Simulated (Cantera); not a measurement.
# Thermodynamics of silicon epitaxy and polysilicon growth, feed SiCl₄ + H₂ + HCl

Feed: 1 mol SiCl₄, 89 mol H₂, 0.26 mol HCl, held at 1025 K.

Method: chemical equilibrium by Gibbs-energy minimisation in Cantera with the NASA 1993 tables (ideal gas, pure condensed phases). Candidate condensed phases: Si; 19 gas species. The tables' values for SiCl₃ are old estimates; treat these amounts as uncertain. Equilibrium is a limit: real reactors are often held back by kinetics, nucleation or transport.

From 100 Pa to 16000 Pa the condensed part is Si(s). From 56000 Pa to 200000 Pa nothing is condensed. The main Si-bearing gas is SiCl₄ throughout.

| P (Pa) | x H₂ | x HCl | x SiCl₄ | x SiHCl₃ | x SiCl₂ | n Si(s) |
|---|---|---|---|---|---|---|
| 100 | 0.964 | 0.0315 | 0.00216 | 0.000568 | 0.00183 | 0.544 |
| 350 | 0.968 | 0.0259 | 0.00344 | 0.00110 | 0.00124 | 0.430 |
| 1300 | 0.972 | 0.0201 | 0.00458 | 0.00190 | 0.000741 | 0.300 |
| 4500 | 0.976 | 0.0153 | 0.00524 | 0.00288 | 0.000426 | 0.180 |
| 16000 | 0.978 | 0.0112 | 0.00545 | 0.00408 | 0.000230 | 0.0651 |
| 56000 | 0.980 | 0.00920 | 0.00538 | 0.00493 | 9.72e-5 | 0 |
| 200000 | 0.980 | 0.00911 | 0.00542 | 0.00501 | 2.80e-5 | 0 |
x: gas mole fraction; n: condensed amount in mol.
